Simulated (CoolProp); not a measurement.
The fluid at 513.19 K and 0.981 MPa expands adiabatically to 0.0904 MPa with isentropic efficiency 0.7. The same conditions are run with several fluids, on thermodynamics alone (safety and materials aside).

Values from CoolProp's reference Helmholtz-energy equation of state of each fluid (cyclohexane: Zhou 2014; hydrogen sulfide: Lemmon 2006; dimethyl carbonate: Zhou 2011; n-heptane: Span 2003).

| fluid | work (kJ/kg) | final temperature (K) | final density (kg/m³) |
|---|---|---|---|
| cyclohexane | 75.9 | 471.5 | 1.97 |
| hydrogen sulfide | 159 | 359.0 | 1.04 |
| dimethyl carbonate | 70.4 | 462.4 | 2.14 |
| n-heptane | 62.9 | 478.0 | 2.32 |
